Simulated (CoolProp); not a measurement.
The numbers come from the reference Helmholtz-energy equation of state, Leachman 2009 in CoolProp.

Q: For normal hydrogen, give the phase and the cp (kJ/(kg K)) at 52.7 K and 16.6 kPa; 52.7 K and 135 kPa; 52.7 K and 228 kPa.

A: 
- 52.7 K and 16.6 kPa: gas; cp 10.4
- 52.7 K and 135 kPa: gas; cp 10.5
- 52.7 K and 228 kPa: gas; cp 10.7
